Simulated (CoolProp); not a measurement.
Vapour-liquid equilibrium of R125 (1) + ethanol (2) at 0.199 MPa; x and y are mole fractions of (1).

Computed with CoolProp (multi-fluid Helmholtz-energy mixture model, Lemmon 2005 and Schroeder 2014; pair parameters Bell 2016).

```tsv
x	bubble temperature, mixture model (°C)	bubble temperature, Raoult's law (°C)	y, mixture model	y, Raoult's law
0.05	28.3	59.3	0.951	0.784
0.2	-12.7	12.6	0.997	0.985
0.35	-21.8	-5.2	0.999	0.996
0.5	-25.6	-15.5	0.999	0.999
0.65	-27.7	-22.6	0.999	1.000
0.8	-29.6	-27.9	1.000	1.000
0.95	-32.1	-32.1	1.000	1.000
```

The largest gap from Raoult's law is -31.0 K in bubble temperature, at x = 0.05. No azeotrope shows between x = 0.05 and 0.95.

Pair parameters are fitted to limited data, so mixtures are less certain than the pure fluids. With so large a gap from Raoult's law the liquid may split in two, which this calculation doesn't test in full.
